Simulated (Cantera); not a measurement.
An adiabatic, constant-volume homogeneous reactor starts with H₂ : O₂ : N₂ = 1 : 0.602 : 2.27 (molar parts), equivalence ratio 0.83, at 1175 K and 1.70 bar.

Cantera simulation using GRI-Mech 3.0 (53 species, 325 reactions); the numbers are that mechanism's predictions, not measurements.

x: mole fraction; the columns are a selection and need not sum to one.

| t (s) | T (K) | P (bar) | x H₂ | x O₂ | x H | x OH | x NO | x H₂O | x HO₂ |
|---|---|---|---|---|---|---|---|---|---|
| 2.00e-6 | 1175 | 1.70 | 0.258 | 0.155 | 7.41e-9 | 5.19e-10 | <1e-12 | 3.96e-9 | 7.17e-9 |
| 5.70e-6 | 1175 | 1.70 | 0.258 | 0.155 | 6.09e-8 | 4.63e-9 | <1e-12 | 7.60e-8 | 3.90e-8 |
| 1.62e-5 | 1175 | 1.70 | 0.258 | 0.155 | 8.25e-6 | 6.40e-7 | <1e-12 | 1.33e-5 | 3.78e-6 |
| 4.62e-5 | 2796 | 3.67 | ? | ? | ? | 0.0327 | ? | 0.232 | 1.73e-5 |
| 0.000132 | 2913 | 3.79 | 0.0240 | 0.0305 | 0.00964 | 0.0303 | 0.00382 | 0.244 | 1.84e-5 |
| 0.000375 | 2905 | 3.77 | 0.0243 | 0.0280 | 0.00946 | 0.0291 | 0.0101 | 0.244 | 1.70e-5 |
| 0.00107 | 2900 | 3.77 | 0.0245 | 0.0267 | 0.00936 | 0.0285 | 0.0135 | 0.244 | 1.63e-5 |
| 0.00304 | 2900 | 3.77 | 0.0246 | 0.0267 | 0.00936 | 0.0285 | 0.0136 | 0.244 | 1.62e-5 |
| 0.00866 | 2900 | 3.77 | 0.0246 | 0.0267 | 0.00936 | 0.0285 | 0.0136 | 0.244 | 1.62e-5 |
| 0.0247 | 2900 | 3.77 | 0.0246 | 0.0267 | 0.00936 | 0.0285 | 0.0136 | 0.244 | 1.62e-5 |
| 0.0702 | 2900 | 3.77 | 0.0246 | 0.0267 | 0.00936 | 0.0285 | 0.0136 | 0.244 | 1.62e-5 |
| 0.200 | 2900 | 3.77 | 0.0246 | 0.0267 | 0.00936 | 0.0285 | 0.0136 | 0.244 | 1.62e-5 |

### Question
Complete the blanks.

### Answer

- 4.62e-5, x H₂: 0.0292
- 4.62e-5, x O₂: 0.0338
- 4.62e-5, x H: 0.0147
- 4.62e-5, x NO: 0.000294
